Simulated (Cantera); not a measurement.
Cantera run:

```python
import numpy as np
import cantera as ct

gas_names = """
    AL ALCL ALCL2 ALCL3 ALH ALN AL2 AL2CL6 CL CL2 H HCL H2 N NH NH2 NH3 N2 N2H2 N2H4
""".split()
cond_names = """
    AL(cr) AL(L) ALCL3(s) ALCL3(L) ALN(s) NH4CL(a) NH4CL(b)
""".split()


# ... load() reads the species with a 1 bar reference pressure and builds the phases ...
atoms = {
    'AlN': {'AL': 1, 'N': 1},
    'Cl2': {'CL': 2},
    'H2': {'H': 2},
}
top_T = {'ALN(s)': 2750}  # K; cautious upper limits of use, not melting points


# ... equilibrate(T, P, feed) seeds the gas with the atoms and calls Mixture.equilibrate('TP', solver="vcs", rtol=1e-11, max_steps=5000) ...
results = []
feed = {'AlN': 1, 'Cl2': 0.01, 'H2': 0.05}  # mol
T = 1498  # K
for P in [1000, 3200, 10000, 32000, 100000, 320000, 1000000]:
    mix = equilibrate(T, P, feed)
    results.append((T, P, feed, dict(zip(mix.species_names, mix.species_moles))))
    x = sorted(zip(gas.X, gas.species_names), reverse=True)
    print(f"T = {T:g} K  P = {P:g} Pa  gas = {mix.phase_moles(0):.4g} mol")
    print("   x: " + "  ".join(f"{s} {v:.3e}" for v, s in x if v > 0.001))
    print("   condensed (mol): " + ("  ".join(f"{mix.phase(i).name} {mix.phase_moles(i):.4g}"
          for i in range(1, mix.n_phases) if mix.phase_moles(i) > 1e-12) or "none"))
```

Output:

```
T = 1498 K  P = 1000 Pa  gas = 0.06206 mol
   x: H2 7.655e-01  HCL 8.010e-02  ALCL3 6.247e-02  N2 5.141e-02  ALCL 2.596e-02  ALCL2 1.439e-02
   condensed (mol): ALN(s) 0.9936
T = 1498 K  P = 3200 Pa  gas = 0.06082 mol
   x: H2 7.804e-01  HCL 8.336e-02  ALCL3 7.280e-02  N2 4.539e-02  ALCL2 9.092e-03  ALCL 8.897e-03
   condensed (mol): ALN(s) 0.9945
T = 1498 K  P = 10000 Pa  gas = 0.06034 mol
   x: H2 7.862e-01  HCL 8.472e-02  ALCL3 7.764e-02  N2 4.301e-02  ALCL2 5.417e-03  ALCL 2.962e-03
   condensed (mol): ALN(s) 0.9948
T = 1498 K  P = 32000 Pa  gas = 0.06015 mol
   x: H2 7.885e-01  HCL 8.536e-02  ALCL3 7.999e-02  N2 4.202e-02  ALCL2 3.101e-03
   condensed (mol): ALN(s) 0.9949
T = 1498 K  P = 100000 Pa  gas = 0.06007 mol
   x: H2 7.895e-01  HCL 8.567e-02  ALCL3 8.112e-02  N2 4.160e-02  ALCL2 1.774e-03
   condensed (mol): ALN(s) 0.995
T = 1498 K  P = 320000 Pa  gas = 0.06003 mol
   x: H2 7.899e-01  HCL 8.583e-02  ALCL3 8.170e-02  N2 4.140e-02
   condensed (mol): ALN(s) 0.995
T = 1498 K  P = 1e+06 Pa  gas = 0.06001 mol
   x: H2 7.901e-01  HCL 8.588e-02  ALCL3 8.193e-02  N2 4.129e-02
   condensed (mol): ALN(s) 0.995
```

These are equilibrium values from Cantera (NASA tables, ideal gas, pure condensed phases), not measurements of a reactor. The tables' values for AlCl2 are old estimates; treat these amounts as uncertain.
